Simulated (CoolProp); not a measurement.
n-perfluorohexane at 293.15 K and 0.00408 MPa is compressed adiabatically to 0.0106 MPa with isentropic efficiency 0.75. Each further row changes one setting.

Computed with CoolProp (reference Helmholtz-energy equation of state, Gao 2022).

```tsv
case	work (kJ/kg)	final temperature (K)	final density (kg/m³)
as stated	9.26	304.7	1.43
efficiency 1	6.95	301.9	1.44
efficiency 0.65	10.7	306.4	1.42
```
